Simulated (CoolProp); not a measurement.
Vapour-liquid equilibrium of CH2F2 (R32) (1) + dimethyl ether (2) at 1.25 bar; x and y are mole fractions of (1).

Computed with CoolProp (multi-fluid Helmholtz-energy mixture model, Tillner-Roth 1997 and Wu 2011; pair parameters Bell 2016).

| x | bubble temperature, mixture model (K) | bubble temperature, Raoult's law (K) | y, mixture model | y, Raoult's law |
|---|---|---|---|---|
| 0.05 | 251.1 | 250.7 | 0.132 | 0.148 |
| 0.15 | 246.8 | 246.2 | 0.353 | 0.372 |
| 0.25 | 242.8 | 242.5 | 0.521 | 0.532 |
| 0.35 | 239.3 | 239.3 | 0.647 | 0.651 |
| 0.45 | 236.3 | 236.5 | 0.741 | 0.742 |
| 0.55 | 233.7 | 234.0 | 0.812 | 0.813 |
| 0.65 | 231.5 | 231.9 | 0.867 | 0.870 |
| 0.75 | 229.6 | 229.9 | 0.912 | 0.916 |
| 0.85 | 228.0 | 228.1 | 0.949 | 0.954 |
| 0.95 | 226.4 | 226.5 | 0.983 | 0.986 |

The largest gap from Raoult's law is +0.6 K in bubble temperature, at x = 0.15. No azeotrope shows between x = 0.05 and 0.95.

The pair parameters rest on a limited set of measurements; away from them the model extrapolates. The gap from Raoult's law changes sign with composition, which may be real or a fault of the pair parameters; it wasn't checked against measurements.
